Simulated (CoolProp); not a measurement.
A closed Brayton cycle with carbon dioxide: compressor inlet 333.15 K and 8.6 MPa, high pressure 17.2 MPa, turbine inlet 965 K, compressor efficiency 0.89, turbine efficiency 0.85, recuperator effectiveness 0 (on enthalpy, no pinch check). Each further row changes one setting.

Model: reference Helmholtz-energy equation of state, Span 1996, in CoolProp.

```json
[
 {"case": "as stated", "thermal efficiency (%)": "9.5", "net work (kJ/kg)": "69.5", "compressor to turbine work": "0.33", "compressor exit (K)": "392.2", "turbine exit (K)": "877.4"},
 {"case": "turbine inlet 915 K", "thermal efficiency (%)": "9.6", "net work (kJ/kg)": "63.8", "compressor to turbine work": "[?]", "compressor exit (K)": "392.2", "turbine exit (K)": "830.4"},
 {"case": "compressor inlet 343.15 K", "thermal efficiency (%)": "9.3", "net work (kJ/kg)": "65.7", "compressor to turbine work": "[?]", "compressor exit (K)": "405.3", "turbine exit (K)": "877.4"},
 {"case": "high pressure 14.6 MPa", "thermal efficiency (%)": "[?]", "net work (kJ/kg)": "54.7", "compressor to turbine work": "0.32", "compressor exit (K)": "377.9", "turbine exit (K)": "897.6"},
 {"case": "recuperator effectiveness 0.5", "thermal efficiency (%)": "15.6", "net work (kJ/kg)": "69.5", "compressor to turbine work": "0.33", "compressor exit (K)": "392.2", "turbine exit (K)": "877.4"}
]
```

**Question.** Some entries are withheld; supply them.

**Answer.** 
- turbine inlet 915 K, compressor to turbine work: 0.35
- compressor inlet 343.15 K, compressor to turbine work: 0.37
- high pressure 14.6 MPa, thermal efficiency (%): 7.4
